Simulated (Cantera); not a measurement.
# Iron carbonyl, mercury and lead vapours: Hg + O₂ + H₂

Feed: 1 mol Hg, 0.013 mol O₂, 0.17 mol H₂, at 1.20 bar.

Equilibrium computed with Cantera from the NASA thermochemical tables; the gas is ideal and each condensed phase is pure. Candidate condensed phases: H₂O, Hg, HgO; 10 gas species. Kinetics and transport are ignored.

At 575 K the condensed part is Hg(l). From 675 K to 1375 K nothing is condensed. The main Hg-bearing gas is Hg throughout.

```tsv
T (K)	log p Hg	log p H₂	log p H₂O	log p H	n Hg(l)
575	-0.47	-0.14	-0.88	<-11	0.933
675	0.01	-0.83	-1.57	<-11	0
775	0.01	-0.83	-1.57	<-11	0
875	0.01	-0.83	-1.57	-10.71	0
975	0.01	-0.83	-1.57	-9.36	0
1075	0.01	-0.83	-1.57	-8.25	0
1175	0.01	-0.83	-1.57	-7.33	0
1275	0.01	-0.83	-1.57	-6.55	0
1375	0.01	-0.83	-1.57	-5.88	0
```
log p: log10 of the partial pressure in bar; n: condensed amount in mol.
